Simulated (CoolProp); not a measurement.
Properties of R115 along the isotherm 36.45 °C.

Model: reference Helmholtz-energy equation of state, Lemmon 2016, in CoolProp.

```csv
p (bar),phase,density (kg/m³),cv (kJ/(kg K)),speed of sound (m/s),Joule-Thomson coefficient (K/MPa),expansivity (1/kK),fugacity coefficient
4.69,gas,30.63,0.6877,124.7,13.65,4.265,0.9253
9.39,gas,68.83,0.7115,112.5,16.71,6.372,0.8493
14.1,liquid,1230,0.7366,304.6,0.3517,4.857,0.6953
18.8,liquid,1237,0.7354,313.8,0.3020,4.619,0.5336
23.5,liquid,1244,0.7342,322.4,0.2587,4.414,0.4367
28.2,liquid,1251,0.7332,330.6,0.2204,4.235,0.3722
32.9,liquid,1258,0.7323,338.4,0.1863,4.076,0.3263
37.6,liquid,1264,0.7314,345.8,0.1557,3.935,0.2920
42.2,liquid,1270,0.7307,352.8,0.1286,3.811,0.2659
46.9,liquid,1275,0.7300,359.6,0.1033,3.696,0.2446
```
